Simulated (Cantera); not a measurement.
## Counterflow diffusion flame

A counterflow diffusion flame at 101000 Pa, nozzles 20 mm apart: fuel side CH4 : N2 = 1 : 1.6 (molar parts) at 323 K, oxidiser side O2 : N2 = 0.22 : 0.78 (molar parts) at 425 K, fuel mass flux 0.94 times the oxidiser's; mixture-averaged transport, no radiation.

Detailed kinetics in Cantera: GRI-Mech 3.0 (53 species, 325 reactions). GRI-Mech 3.0 has no aromatics or soot, which form on the fuel side of real flames. The maximum strain rate includes the flame's own expansion and is several times the mean.

| oxidiser flux (kg/m²/s) | max strain (1/s) | mean strain (1/s) | T max (K) | peak x OH | peak x H | peak x NO | peak x CO | peak x C2H2 |
|---|---|---|---|---|---|---|---|---|
| 0.25 | 138 | 28.4 | 1965 | 0.00525 | 0.00247 | 0.000172 | 0.0354 | 0.00473 |
| 0.36 | 191 | 40.9 | 1948 | 0.00526 | 0.00261 | 0.000152 | 0.0355 | 0.00439 |
| 0.51 | 263 | 57.9 | 1931 | 0.00522 | 0.00272 | 0.000131 | 0.0357 | 0.00407 |
| 0.73 | 366 | 82.9 | 1911 | 0.00512 | 0.00282 | 0.000107 | 0.0360 | 0.00370 |
| 1 | 490 | 114 | 1891 | 0.00497 | 0.00286 | 8.54e-5 | 0.0363 | 0.00330 |
| 1.5 | 716 | 170 | 1856 | 0.00462 | 0.00282 | 5.61e-5 | 0.0368 | 0.00265 |
| 2.1 | 980 | 238 | 1813 | 0.00410 | 0.00260 | 3.20e-5 | 0.0374 | 0.00192 |
x: mole fraction; the columns are a selection and need not sum to one.
